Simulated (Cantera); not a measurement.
## Thermodynamics of iron carbonyl, mercury and lead vapours, feed PbO + O2 + H2

Feed: 1 mol PbO, 0.32 mol O2, a varied amount of H2, equilibrated at 698 K and 1 atm.

Equilibrium computed with Cantera from the NASA thermochemical tables; the gas is ideal and each condensed phase is pure. Candidate condensed phases: H2O, Pb, PbO, PbO2, Pb3O4; 12 gas species. Rates play no part.

From 0.23 mol H2 to 0.4 mol H2 the condensed part is PbO(red). From 0.7 mol H2 to 1.2 mol H2 the condensed part is Pb(l) + PbO(red). From 2.1 mol H2 to 57 mol H2 the condensed part is Pb(l).

```
n(H2) (mol)   x H2O     x H2    x O2     x Pb  n PbO(red)  n Pb(l)
-----------  ------  -------  ------  -------  ----------  -------
0.23          0.529   <1e-12   0.471   <1e-12        1.00        0
0.4           0.769   <1e-12   0.231   <1e-12        1.00        0
0.7           1.000  3.59e-5  <1e-12  1.00e-9       0.940   0.0600
1.2           1.000  3.59e-5  <1e-12  1.00e-9       0.440    0.560
2.1           0.781    0.219  <1e-12  1.00e-9           0     1.00
3.7           0.443    0.557  <1e-12  1.00e-9           0     1.00
6.3           0.260    0.740  <1e-12  1.00e-9           0     1.00
11            0.149    0.851  <1e-12  1.00e-9           0     1.00
19           0.0863    0.914  <1e-12  1.00e-9           0     1.00
33           0.0497    0.950  <1e-12  1.00e-9           0     1.00
57           0.0288    0.971  <1e-12  1.00e-9           0     1.00
```
x: gas mole fraction; n: condensed amount in mol.
